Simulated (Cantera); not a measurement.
## BN + H2O + H2 (nitride etching)

Input: 1 mol BN, a varied amount of H2O, 14 mol H2, equilibrated at 775 K and 263 Torr.

Method: chemical equilibrium by Gibbs-energy minimisation in Cantera with the NASA 1993 tables (ideal gas, pure condensed phases). Candidate condensed phases: B, BN, B2O3, B3O3H3, H2O; 39 gas species. Gases not in the tables: H3BO3. Equilibrium is a limit: real reactors are often held back by kinetics, nucleation or transport.

From 0.92 mol H2O to 1.2 mol H2O the condensed part is BN(s) + B2O3(l). From 1.6 mol H2O to 9.4 mol H2O the condensed part is B2O3(l). From 13 mol H2O to 17 mol H2O nothing is condensed.

```
n(H2O) (mol)   x H2    x H2O    x N2  x (HBO2)3     x NH3   x HBO2  n BN(s)  n B2O3(l)
------------  -----  -------  ------  ---------  --------  -------  -------  ---------
0.92          0.979  0.00187  0.0194    5.35e-6  0.000183  4.02e-9    0.406      0.297
1.2           0.973  0.00202  0.0249    6.00e-6  0.000205  4.18e-9    0.221      0.389
1.6           0.963  0.00616  0.0310    3.19e-5  0.000225  7.30e-9        0      0.499
2.2           0.928   0.0411  0.0298   0.000550  0.000210  1.88e-8        0      0.486
2.9           0.891   0.0784  0.0287    0.00145  0.000193  2.60e-8        0      0.462
3.9           0.844    0.126  0.0271    0.00296  0.000173  3.30e-8        0      0.419
5.3           0.785    0.185  0.0252    0.00523  0.000150  3.99e-8        0      0.345
7             0.724    0.245  0.0233    0.00799  0.000127  4.60e-8        0      0.243
9.4           0.652    0.315  0.0210     0.0117  0.000104  5.22e-8        0     0.0844
13            0.567    0.402  0.0183     0.0122   7.83e-5  5.29e-8        0          0
17            0.495    0.479  0.0159     0.0106   5.96e-5  5.06e-8        0          0
```
x: gas mole fraction; n: condensed amount in mol.
